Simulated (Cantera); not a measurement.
A Cantera script and its output.

```python
import numpy as np
import cantera as ct

gas = ct.Solution("gri30.yaml")
gas.TPX = 1075, 100000, {'CH3OH': 0.0074, 'O2': 0.023, 'N2': 0.13}
inlet = ct.Reservoir(gas, clone=True)

reactor = ct.IdealGasConstPressureReactor(gas, energy="off", clone=False)
exhaust = ct.Reservoir(gas, clone=True)
tau = [13, 4.2, 1.4, 0.48, 0.16, 0.055, 0.019, 0.0063, 0.0021, 0.00071, 0.00024][0]
for a, b in ((inlet, reactor), (reactor, exhaust)):
    ct.MassFlowController(a, b, mdot=lambda t: reactor.mass / tau)
net = ct.ReactorNet([reactor])
show = ['CH3OH', 'O2', 'N2O', 'CH2CO', 'CH3', 'CO2']

rows = []
print(f"{'tau/s':>10s}{'T/K':>9s}" + "".join(f"{s:>11s}" for s in show))
for tau in [13, 4.2, 1.4, 0.48, 0.16, 0.055, 0.019, 0.0063, 0.0021, 0.00071, 0.00024]:
    net.initial_time = 0.0
    net.advance(30 * tau)
    before = gas.X
    net.advance(40 * tau)
    drift = np.max(np.abs(gas.X - before) / (gas.X + 1e-9))
    rows.append([gas.T, *gas[show].X, drift])
    print(f"{tau:10.3e}{gas.T:9.1f}" + "".join(f"{x:11.3e}" for x in gas[show].X))
```

Output:

```
     tau/s      T/K      CH3OH         O2        N2O      CH2CO        CH3        CO2
 1.300e+01   1075.0  6.191e-05  7.336e-02  3.561e-07  4.951e-13  3.058e-11  4.344e-02
 4.200e+00   1075.0  1.269e-04  7.424e-02  2.608e-07  2.620e-12  8.973e-11  4.172e-02
 1.400e+00   1075.0  2.670e-04  7.604e-02  1.522e-07  1.784e-11  2.555e-10  3.836e-02
 4.800e-01   1075.0  6.070e-04  7.968e-02  7.166e-08  1.236e-10  6.445e-10  3.206e-02
 1.600e-01   1075.0  1.694e-03  8.720e-02  2.564e-08  7.127e-10  1.309e-09  2.143e-02
 5.500e-02   1075.0  5.112e-03  9.845e-02  9.469e-09  2.033e-09  1.886e-09  1.096e-02
 1.900e-02   1075.0  1.342e-02  1.117e-01  4.247e-09  2.431e-09  2.245e-09  4.088e-03
 6.300e-03   1075.0  3.713e-02  1.367e-01  1.097e-09  8.094e-11  7.869e-10  1.398e-04
 2.100e-03   1075.0  4.613e-02  1.434e-01  2.784e-13  4.950e-17  2.163e-09  8.409e-09
 7.100e-04   1075.0  4.613e-02  1.434e-01  3.111e-14  5.568e-18  1.940e-09  2.843e-09
 2.400e-04   1075.0  4.613e-02  1.434e-01  3.424e-15  6.327e-19  1.474e-09  9.607e-10
```

Cantera simulation using GRI-Mech 3.0 (53 species, 325 reactions); the numbers are that mechanism's predictions, not measurements. GRI-Mech 3.0 was tuned for natural gas; its chemistry of methanol as a main component is partial and can be far from experiment. The temperature is held fixed by assumption; the heat of reaction is taken as removed at once.
